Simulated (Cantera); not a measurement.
Feed: 1 mol Fe, 0.065 mol O2, 16 mol N2, 16 mol H2O, held at 723.15 K and 7.50 Torr.

Method: chemical equilibrium by Gibbs-energy minimisation in Cantera with the NASA 1993 tables (ideal gas, pure condensed phases). Candidate condensed phases: Fe, FeO, Fe(OH)2, Fe(OH)3, Fe2O3, Fe3O4, H2O; 27 gas species. The numbers say what is thermodynamically allowed, not how fast it happens.

Base state: N2 0.500, H2O 0.462, H2 0.0376 (mole fractions); condensed: Fe3O4(s).

Q: What changes in the equilibrium state with this change: temperature from 723.15 K to 1825 K?

A: 
```csv
species,before,after
N2,0.500,0.499
H2O,0.462,0.471
H2,0.0376,0.0275
OH,<1e-9,0.000875
Fe,<1e-9,0.000111
H,<1e-9,0.000730
O2,<1e-9,0.000135
NO,<1e-9,9.12e-5
Fe(OH)2,<1e-9,7.81e-5
FeO,<1e-9,2.40e-5
"Fe3O4(s), mol",0.333,0
"FeO(l), mol",0,0.993
```
The tables' stoichiometric FeO is somewhat more stable than real wüstite, so its field is too wide. FeO: taken at fixed stoichiometry.
